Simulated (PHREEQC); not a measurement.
A made-up water analysis in mg/kgw, 60 °C, pH 6.36, pe 8.1:

```
constituent         mg/kgw
------------------  ------
Na                    2280
K                      175
Ca                     120
Mg                     275
Cl                    3620
S(6) as SO4           1420
Alkalinity as HCO3    36.6
Br                     203
```

Cl is adjusted to close the charge balance.
Valence states are taken as typed.

Model: ion-association model, phreeqc.dat, run in PHREEQC.

The ionic strength is 0.141 mol/kgw and the specific conductance is 23100 µS/cm. The density is 0.989 g/cm³.

```tsv
species	molality	activity	log γ
Cl-	0.0996	0.0724	-0.138
Na+	0.0975	0.0733	-0.124
SO4-2	0.00884	0.00274	-0.509
Mg+2	0.00760	0.00265	-0.457
K+	0.00434	0.00314	-0.140
MgSO4	0.00369	0.00381	0.014
Br-	0.00254	0.00180	-0.149
Ca+2	0.00249	0.000825	-0.480
NaSO4-	0.00162	0.00123	-0.122
HCO3-	0.000553	0.000417	-0.122
CaSO4	0.000491	0.000508	0.014
CO2	0.000345	0.000357	0.014
KSO4-	0.000138	0.000104	-0.122
MgHCO3+	2.31e-5	1.69e-5	-0.136
```

Precipitation was switched off in this run. Species that the database lacks are ignored. Away from 25 °C the constants follow the database's enthalpies or fits; those with neither stay at their 25 °C values.
